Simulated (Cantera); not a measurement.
Cantera run:

```python
import numpy as np
import cantera as ct

gas_names = """
    H HO2 H2 H2O H2O2 O OH O2 O3 Si SiH SiH2 SiH3 SiH4 SiO SiO2 Si2 Si3
""".split()
cond_names = """
    H2O(s) H2O(L) Si(cr) Si(L) SiO2(Lqz) SiO2(hqz) SiO2(L)
""".split()


def load(file, names, dense=False):
    # The tables refer to 1 bar. Condensed volumes are neglected.
    table = {s.name: s for s in ct.Species.list_from_file(file)}
    out = []
    for n in names:
        d = dict(table[n].input_data)
        d["thermo"] = dict(d["thermo"], **{"reference-pressure": 1e5})
        if dense:
            d["equation-of-state"] = {"model": "constant-volume", "density": "1e6 g/cm^3"}
        out.append(ct.Species.from_dict(d))
    return out


gas = ct.Solution(thermo="ideal-gas", species=load("nasa_gas.yaml", gas_names))
cond = {s.name: ct.Solution(thermo="fixed-stoichiometry", species=[s], name=s.name)
        for s in load("nasa_condensed.yaml", cond_names, dense=True)}
atoms = {
    'Si': {'Si': 1},
    'H2O': {'H': 2, 'O': 1},
    'H2': {'H': 2},
    'O2': {'O': 2},
}
top_T = {}  # K; cautious upper limits of use, not melting points


def equilibrate(T, P, feed):
    n = {}
    for name, mol in feed.items():
        for a, k in atoms[name].items():
            n[a] = n.get(a, 0.0) + k * mol
    gas.TPX = T, P, n
    mass = sum(n.values()) * gas.mean_molecular_weight
    gas.equilibrate("TP")
    valid = [c for c in cond.values() if c.min_temp <= T <= top_T.get(c.name, c.max_temp)]
    mix = ct.Mixture([(gas, mass / gas.mean_molecular_weight)] + [(c, 0.0) for c in valid])
    mix.T, mix.P = T, P
    mix.equilibrate("TP", solver="vcs", rtol=1e-11, max_steps=5000)
    return mix


results = []
feed = {'Si': 1, 'H2O': 0.23, 'H2': 3.8, 'O2': 0.08}  # mol
T = 1323  # K
for P in [0.1, 2.5, 63, 1600, 40000, 1000000]:
    mix = equilibrate(T, P, feed)
    results.append((T, P, feed, dict(zip(mix.species_names, mix.species_moles))))

top = {s: max(r[3][s] / sum(r[3][g] for g in gas_names) for r in results) for s in gas_names}
cols = sorted((s for s in top if top[s] > 1e-05), key=lambda s: -top[s])[:6]
seen = [c for c in cond_names if any(r[3].get(c, 0) > 1e-12 for r in results)]
print("log10 of partial pressures in bar; condensed amounts in mol")
print(f"{'P/Pa':>10s}" + "".join(f"{s[:9]:>10s}" for s in cols + seen))
for T, P, feed, n in results:
    ng = sum(n[g] for g in gas_names)
    print(f"{P:10.4g}" + "".join(f"{np.log10(max(n[s] / ng * P / 1e5, 1e-99)):10.3f}" for s in cols)
          + "".join(f"{n.get(c, 0):10.4g}" for c in seen))
```

Result:

```
log10 of partial pressures in bar; condensed amounts in mol
      P/Pa        H2       SiO         H        Si    Si(cr) SiO2(hqz)
       0.1    -6.041    -7.055    -8.820   -10.052    0.6096         0
       2.5    -4.642    -5.656    -8.121   -10.052      0.61         0
        63    -3.210    -4.879    -7.405   -10.052    0.7618    0.1518
      1600    -1.796    -4.879    -6.698   -10.052    0.8033    0.1933
     4e+04    -0.398    -4.879    -5.999   -10.052    0.8049    0.1949
     1e+06     1.000    -4.879    -5.300   -10.052     0.805     0.195
```

These are equilibrium values from Cantera (NASA tables, ideal gas, pure condensed phases), not measurements of a reactor. Mutual solubility and eutectic melting of coexisting phases are not modelled. The tables hold silica as quartz up to 1696 K and as liquid above; real silica turns to tridymite and cristobalite and melts near 1996 K.
